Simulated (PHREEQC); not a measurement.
Consider water at 52 °C with 0.014 mol/kgw CuSO4, 0.09 mol/kgw H2SO4 and 0.011 mol/kgw KCl. Closed to the air; pH follows from the charge balance.

Equilibrium calculation in PHREEQC: ion-association model, phreeqc.dat.

This is a speciation only: nothing precipitates in the calculation.

Problem. Order these S species by the share of S that they hold, largest first: SO4-2, HSO4-, CuSO4, KSO4-.

Solution. HSO4- (82 %), SO4-2 (14 %), CuSO4 (3.5 %), KSO4- (0.47 %)

The pH is 1.12 and the ionic strength 0.150 mol/kgw. Away from 25 °C the constants follow the database's enthalpies or fits; those with neither stay at their 25 °C values.
